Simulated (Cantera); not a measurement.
Ignition delay

Mixture: 2.93 % C₃H₈, 13.3 % O₂, 83.7 % N₂, at 5.43 atm, adiabatic and at constant volume. Ignition delay is the time to a rise of 400 K.

Model: GRI-Mech 3.0 (53 species, 325 reactions), integrated in Cantera. GRI-Mech 3.0 was tuned for natural gas; its chemistry of propane as a main component is partial and can be far from experiment.

| T0 (K) | delay (ms) |
|---|---|
| 1150 | 9.05 |
| 1250 | 1.31 |
| 1350 | 0.246 |
| 1450 | 0.0632 |
| 1550 | 0.0217 |
| 1650 | 0.00950 |
| 1750 | 0.00504 |
| 1850 | 0.00309 |
| 1950 | 0.00211 |
| 2050 | 0.00156 |

```json
{
  "apparent activation energy between 1850 and 2050 K": "110 kJ/mol"
}
```
